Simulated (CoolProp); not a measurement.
Model: reference Helmholtz-energy equation of state, Thol 2015, in CoolProp.

Q: Give the vapour pressure (kPa), liquid density (kg/m³), vapour density (kg/m³) of saturated 1,2-dichloroethane at 41.15, 63.95 °C.

A: 
```json
[
 {"T (°C)": "41.15", "p (kPa)": "21.7", "liquid density (kg/m³)": "1220", "vapour density (kg/m³)": "0.830"},
 {"T (°C)": "63.95", "p (kPa)": "52.6", "liquid density (kg/m³)": "1190", "vapour density (kg/m³)": "1.89"}
]
```
